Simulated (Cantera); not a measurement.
Feed: 1 mol Si, 3.3 mol HCl, 0.78 mol H2.

Equilibrium computed with Cantera from the NASA thermochemical tables; the gas is ideal and each condensed phase is pure. Candidate condensed phases: Si; 19 gas species. The tables' values for SiCl3 are old estimates. Rates play no part.

Question: What condenses at these points (T in K, P in Pa): (1173, 1200000); (1523, 26000); (1623, 67000); (1273, 1200000)?

Answer: 
| T (K) | P in Pa | condensed phases | Si condensed (%) |
|---|---|---|---|
| 1173 | 1200000 | Si | 7.2 |
| 1523 | 26000 | gas only | 0.0 |
| 1623 | 67000 | gas only | 0.0 |
| 1273 | 1200000 | Si | 7.9 |
